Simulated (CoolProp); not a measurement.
The numbers come from the reference Helmholtz-energy equation of state, Lemmon 2003 in CoolProp. It is a pseudo-pure fit of the blend.

Task: For R410A, give the phase and the cv (kJ/(kg K)), speed of sound (m/s) at 500 K and 980 kPa.

Result: 
- 500 K and 980 kPa: gas; cv 0.987, speed of sound 250
